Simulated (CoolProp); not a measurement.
Toluene at 298.15 K and 3.49 MPa is throttled through a valve to 1.21 MPa with no heat exchange. Each further row changes one setting.

Values from CoolProp's reference Helmholtz-energy equation of state, Lemmon 2006. It is a short technical equation, of lower accuracy than the large ones.

| case | temperature change (K) | final density (kg/m³) |
|---|---|---|
| as stated | +1.1 | 862 |
| outlet pressure 0.363 MPa | +1.4 | ___ |
| outlet pressure 1.57 MPa | ___ | ___ |

**Question.** Fill in the missing entries.

**Answer.** 
- outlet pressure 0.363 MPa, final density (kg/m³): 861
- outlet pressure 1.57 MPa, temperature change (K): +0.9
- outlet pressure 1.57 MPa, final density (kg/m³): 863
